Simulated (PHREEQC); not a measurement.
Make-up at 25 °C: 0.1 mol/kgw NH4HF2, 0.013 mol/kgw H2SiF6 and 5.6e-05 mol/kgw H2SO4. Closed to the air; pH follows from the charge balance.

The numbers come from PHREEQC with the ion-association model, phreeqc.dat.

This is a speciation only: nothing precipitates in the calculation.

Problem. Predict the pH, density, ionic strength.

Solution. pH 2.77; density 1.001 g/cm³; ionic strength 0.115 mol/kgw.

Problem. In which forms is S present?

Solution. SO4-2 66 %, NH4SO4- 29 %, HSO4- 5.1 % of the S.

Complexes and solids missing from the database can't appear. SiF6-2 is the database's only silicon fluoride.
